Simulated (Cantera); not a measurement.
Feed: 1 mol Ti(OiPr)4, 0.14 mol H2O, at 1175 °C and 83.0 Pa.

Equilibrium computed with Cantera from the NASA thermochemical tables; the gas is ideal and each condensed phase is pure. Candidate condensed phases: C, C6H6, C7H8, C8H18, H2O, Ti, TiC, TiO, TiO2, Ti2O3, Ti3O5, Ti4O7; 113 gas species. The feed counts by its element totals alone. TiC: taken at fixed stoichiometry. The numbers say what is thermodynamically allowed, not how fast it happens.

Q: What is the equilibrium state?

A: 
* **x(H2)**: 0.773
* **x(CO)**: 0.226
* **x(H)**: 0.000282
* **x(C2H2 (acetylene))**: 3.68e-6
* **x(CH4)**: 1.65e-6
* **n(C(graphite))**: 6.86 mol
* **n(TiC(s))**: 1.00 mol
* **gas amount**: 18.28 mol
* **log10 activity of Ti(β) (absent)**: -6.01
* **log10 activity of Ti2O3(s) (absent)**: -8.47
* **log10 activity of Ti3O5(s) (absent)**: -14.06
